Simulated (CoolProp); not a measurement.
Dodecamethylcyclohexasiloxane (D6) along the isobar 0.101 MPa: density (kg/m³) from the reference equation and from simpler models built on Tc = 645.8 K, pc = 0.9614 MPa, ω = 0.736; each cubic takes its own stable root.

The numbers come from the reference Helmholtz-energy equation of state, Colonna 2008 in CoolProp. It is a short technical equation, of lower accuracy than the large ones.

```tsv
T (K)	phase	reference	ideal gas	van der Waals	Soave-Redlich-Kwong	Peng-Robinson
549.5	gas	10.67	9.836	10.33	10.59	10.64
559.6	gas	10.42	9.658	10.12	10.34	10.39
569.6	gas	10.19	9.489	9.923	10.11	10.16
579.7	gas	9.972	9.323	9.731	9.892	9.937
589.8	gas	9.762	9.164	9.547	9.683	9.726
599.9	gas	9.563	9.009	9.370	9.484	9.526
609.9	gas	9.374	8.862	9.202	9.296	9.337
620	gas	9.192	8.717	9.038	9.115	9.154
```
